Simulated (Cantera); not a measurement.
A perfectly stirred reactor is fed with H2 : O2 = 0.4 : 1 (molar parts), equivalence ratio 0.20, at 0.0132 atm; it is held at 1100 K, and followed from long to short residence time.

Detailed kinetics in Cantera: the H2/O2 subset of GRI-Mech 3.0, which has no nitrogen chemistry. Radical loss at walls, strong at low pressure, is not modelled. The temperature is held fixed by assumption; the heat of reaction is taken as removed at once.

x: mole fraction; the columns are a selection and need not sum to one.

```csv
τ (s),x H2,x O2,x O,x H,x HO2
2.9,0.000612,0.665,0.000952,0.000193,6.56e-6
0.89,0.00129,0.664,0.00207,0.000628,9.41e-6
0.27,0.00271,0.662,0.00446,0.00205,1.22e-5
0.082,0.00555,0.657,0.00935,0.00651,1.43e-5
0.025,0.0111,0.646,0.0186,0.0195,1.52e-5
0.0076,?,0.627,?,?,1.45e-5
0.0023,0.0391,0.612,0.0434,0.0858,1.26e-5
0.00071,?,0.619,?,?,?
```

Q: Complete the blanks.

A: 
- 0.0076, x H2: 0.0211
- 0.0076, x O: 0.0328
- 0.0076, x H: 0.0491
- 0.00071, x H2: 0.0787
- 0.00071, x O: 0.0393
- 0.00071, x H: 0.0949
- 0.00071, x HO2: 1.07e-5
